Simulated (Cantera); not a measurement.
An isothermal, constant-pressure homogeneous reactor starts with CH4 : H2 : N2 = 0.01 : 1 : 0.00025 (molar parts), at 1923 K and 100.0 Torr. Integrator tolerance rtol = 1e-08.

Cantera simulation using GRI-Mech 3.0 (53 species, 325 reactions); the numbers are that mechanism's predictions, not measurements. GRI-Mech 3.0 stops at C3 and has no aromatics, soot or wall deposition, so with more carbon than oxygen in the feed, carbon stays in small species such as C2H2 where larger ones or solid carbon would form.

**Question.** What does this change do: 0.0043 parts H2O added?

**Answer.** 
| quantity | before | after |
|---|---|---|
| x(CH4) at 30.0 s | 0.000224 (gas-phase equilibrium 0.000220) | 0.000169 (gas-phase equilibrium 0.000162) |
| x(H2) at 30.0 s | 0.992 (gas-phase equilibrium 0.992) | 0.990 (gas-phase equilibrium 0.990) |
| x(C2H2) at 30.0 s | 0.00477 (gas-phase equilibrium 0.00459) | 0.00268 (gas-phase equilibrium 0.00252) |
| x(C2H) at 30.0 s | 1.77e-7 (gas-phase equilibrium 1.70e-7) | 9.96e-8 (gas-phase equilibrium 9.37e-8) |
| x(HCN) at 30.0 s | 5.65e-8 (gas-phase equilibrium 0.000360) | 5.86e-8 (gas-phase equilibrium 0.000310) |
| x(CH2) at 30.0 s | 3.73e-8 (gas-phase equilibrium 3.66e-8) | 2.83e-8 (gas-phase equilibrium 2.71e-8) |
| x(H) at 30.0 s | 0.00259 (gas-phase equilibrium 0.00259) | 0.00259 (gas-phase equilibrium 0.00259) |
